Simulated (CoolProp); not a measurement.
A single-stage vapour-compression cycle with the fluid: evaporating at 273.15 K (dew point), condensing at 321.15 K (bubble point), superheat 5 K, subcooling 2 K, compressor efficiency 0.65, no pressure losses. The same conditions are run with several fluids, on thermodynamics alone (safety and materials aside).

The numbers come from the reference Helmholtz-energy equation of state of each fluid (R22: Kamei 1995; R410A: Lemmon 2003; c-C4F8 (RC318): Platzer 1990; propylene: Lemmon 2013; chloromethane (R40): Thol 2014; R134a: Tillner-Roth 1994) in CoolProp. The equations of Platzer and Polt are older, rougher fits. Blends and air are pseudo-pure fits.

```
fluid                cooling COP  pressure ratio  discharge temperature (K)  refrigerating effect (kJ/kg)  volumetric capacity (kJ/m³)
-------------------  -----------  --------------  -------------------------  ----------------------------  ---------------------------
R22                         2.89            3.73                      367.8                           151                         3120
R410A                       2.62            3.67                        [?]                           149                         4410
c-C4F8 (RC318)              2.61            4.76                      321.1                          67.2                          [?]
propylene                   2.80            3.37                        [?]                           264                         3160
chloromethane (R40)         3.09             [?]                      406.5                           [?]                          [?]
R134a                       2.88            4.28                      345.9                           138                         1940
```

Fill in the missing entries.


- R410A, discharge temperature (K): 362.3
- c-C4F8 (RC318), volumetric capacity (kJ/m³): 788
- propylene, discharge temperature (K): 351.6
- chloromethane (R40), pressure ratio: 4.13
- chloromethane (R40), refrigerating effect (kJ/kg): 332
- chloromethane (R40), volumetric capacity (kJ/m³): 2000

The compression ends wet for: c-C4F8 (RC318).
